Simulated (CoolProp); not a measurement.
Aqueous potassium carbonate as a coolant, 32 % by mass, freezing at -21.5 °C, 1 atm.

Computed with CoolProp (Melinder's fits for secondary coolants).

```csv
T (°C),cp (kJ/(kg K)),density (kg/m³),conductivity (W/(m K)),Prandtl number
-7.9,2.854,1334,0.521,(withheld)
-3.3,2.861,(withheld),0.529,28.4
1.3,2.869,1330,0.536,24.3
6,2.877,1328,0.544,21.0
10.6,2.885,1326,(withheld),18.4
15.2,2.893,1324,0.559,16.2
19.8,2.901,1321,0.566,14.4
24.4,2.909,1319,(withheld),12.9
29,2.918,1316,0.581,(withheld)
33.7,2.927,1314,(withheld),10.5
```

Q: Fill in the missing entries.

A: 
- -7.9, Prandtl number: 33.6
- -3.3, density (kg/m³): 1332
- 10.6, conductivity (W/(m K)): 0.551
- 24.4, conductivity (W/(m K)): 0.574
- 29, Prandtl number: 11.6
- 33.7, conductivity (W/(m K)): 0.589
